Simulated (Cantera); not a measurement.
A perfectly stirred reactor is fed with N₂O : O₂ = 1 : 0.23 (molar parts), at 28000 Pa; it is held at 1025 K, and followed from long to short residence time.

Detailed kinetics in Cantera: GRI-Mech 3.0 (53 species, 325 reactions). GRI-Mech 3.0 was tuned for natural gas; its chemistry of N2O as a main component is partial and can be far from experiment. The mechanism lacks the step 2 NO + O2 → 2 NO2, which can matter for NO2 below about 1400 K. The temperature is held fixed by assumption; the heat of reaction is taken as removed at once.

### Question
What does this change do: pressure from 28000 Pa to 2670 Pa?

### Answer
```tsv
quantity	before	after
x(N₂O) at τ = 13.0 s	0.765	0.808
x(O₂) at τ = 13.0 s	0.200	0.188
x(N₂) at τ = 13.0 s	0.0333	0.00342
x(NO) at τ = 13.0 s	0.00156	0.000162
x(NO₂) at τ = 13.0 s	6.67e-6	4.71e-8
x(N₂O) at τ = 0.240 s	0.812	0.813
x(O₂) at τ = 0.240 s	0.187	0.187
x(N₂) at τ = 0.240 s	0.000655	6.35e-5
x(NO) at τ = 0.240 s	3.10e-5	3.00e-6
x(NO₂) at τ = 0.240 s	2.84e-8	3.62e-11
```
Radical loss at walls, strong at low pressure, is not modelled.

### Question
What does this change do: temperature 1025 to 1000 K?

### Answer
| quantity | before | after |
|---|---|---|
| x(N₂O) at τ = 13.0 s | 0.765 | 0.788 |
| x(O₂) at τ = 13.0 s | 0.200 | 0.194 |
| x(N₂) at τ = 13.0 s | 0.0333 | 0.0176 |
| x(NO) at τ = 13.0 s | 0.00156 | 0.000713 |
| x(NO₂) at τ = 13.0 s | 6.67e-6 | 3.08e-6 |
| x(N₂O) at τ = 0.240 s | 0.812 | 0.813 |
| x(O₂) at τ = 0.240 s | 0.187 | 0.187 |
| x(N₂) at τ = 0.240 s | 0.000655 | 0.000336 |
| x(NO) at τ = 0.240 s | 3.10e-5 | 1.37e-5 |
| x(NO₂) at τ = 0.240 s | 2.84e-8 | 8.53e-9 |

### Question
What does this change do: pressure from 28000 Pa to 13000 Pa?

### Answer
```
quantity                 before     after
---------------------  --------  --------
x(N₂O) at τ = 13.0 s      0.765     0.790
x(O₂) at τ = 13.0 s       0.200     0.193
x(N₂) at τ = 13.0 s      0.0333    0.0162
x(NO) at τ = 13.0 s     0.00156  0.000763
x(NO₂) at τ = 13.0 s    6.67e-6   1.44e-6
x(N₂O) at τ = 0.240 s     0.812     0.813
x(O₂) at τ = 0.240 s      0.187     0.187
x(N₂) at τ = 0.240 s   0.000655  0.000308
x(NO) at τ = 0.240 s    3.10e-5   1.45e-5
x(NO₂) at τ = 0.240 s   2.84e-8   3.32e-9
```
